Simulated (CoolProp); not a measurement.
A Linde-Hampson liquefier for ethane: isothermal reversible compression at 320 K from 1 atm to 20 MPa, throttling to 1 atm, return gas leaving the recuperator 10 K below the feed. Each further row changes one setting.

Values from CoolProp's reference Helmholtz-energy equation of state, Bücker 2006.

```tsv
case	liquid yield per pass	compression work (kJ/kg of gas)
as stated	___	366
high pressure 40 MPa	___	___
warm-end temperature 350 K	0.364	___
warm-end gap 15 K	___	366
```

**Question.** Fill in the missing entries.

**Answer.** 
- as stated, liquid yield per pass: 0.451
- high pressure 40 MPa, liquid yield per pass: 0.446
- high pressure 40 MPa, compression work (kJ/kg of gas): 414
- warm-end temperature 350 K, compression work (kJ/kg of gas): 429
- warm-end gap 15 K, liquid yield per pass: 0.444
